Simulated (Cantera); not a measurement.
Cantera with NASA thermochemical tables; ideal gases at 1 bar, condensed phases pure. Values are per mole of reaction as written; species without (g) are pure solids or liquids, kept so even where they would boil at 1 bar.

6 H₂O₂(g) + 12 NO(g) + P₄(g) → 4 PH₃(g) + 12 NO₂(g)

```csv
T (K),ΔH° (kJ),ΔS° (J/K),ΔG° (kJ),log10 K
1848,116.9,-501.8,1044.2,-29.51
1948,?,?,?,?
2048,125.0,-497.6,1144.1,-29.18
2148,129.1,-495.7,1193.8,-29.03
2248,?,?,?,?
2348,137.4,-492.0,1292.5,-28.75
```

Problem. Complete the blanks.

Solution. 
- 1948, ΔH° (kJ): 120.9
- 1948, ΔS° (J/K): -499.6
- 1948, ΔG° (kJ): 1094.2
- 1948, log10 K: -29.34
- 2248, ΔH° (kJ): 133.2
- 2248, ΔS° (J/K): -493.8
- 2248, ΔG° (kJ): 1243.2
- 2248, log10 K: -28.89
